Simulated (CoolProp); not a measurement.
A simple Rankine cycle with vinyl chloride: condensing at 295.15 K, boiler at 1.12 MPa, turbine inlet 429 K, turbine efficiency 0.7, pump efficiency 0.7, no recuperator. Each further row changes one setting.

Values from CoolProp's reference Helmholtz-energy equation of state, Thol 2022.

```json
[
 {"case": "as stated", "thermal efficiency (%)": "8.6", "net work (kJ/kg)": "38.7", "heat in (kJ/kg)": "451", "turbine exit temperature (K)": "…", "volume ratio over the turbine": "2.89"},
 {"case": "condensing temperature 287.15 K", "thermal efficiency (%)": "10.1", "net work (kJ/kg)": "46.8", "heat in (kJ/kg)": "463", "turbine exit temperature (K)": "374.8", "volume ratio over the turbine": "3.64"},
 {"case": "boiler pressure 0.784 MPa", "thermal efficiency (%)": "6.1", "net work (kJ/kg)": "27.7", "heat in (kJ/kg)": "455", "turbine exit temperature (K)": "…", "volume ratio over the turbine": "…"},
 {"case": "turbine efficiency 0.6", "thermal efficiency (%)": "7.3", "net work (kJ/kg)": "…", "heat in (kJ/kg)": "451", "turbine exit temperature (K)": "389.3", "volume ratio over the turbine": "2.93"}
]
```

Question: What belongs in the gaps?

Answer: 
- as stated, turbine exit temperature (K): 383.9
- boiler pressure 0.784 MPa, turbine exit temperature (K): 398.5
- boiler pressure 0.784 MPa, volume ratio over the turbine: 2.06
- turbine efficiency 0.6, net work (kJ/kg): 33.0
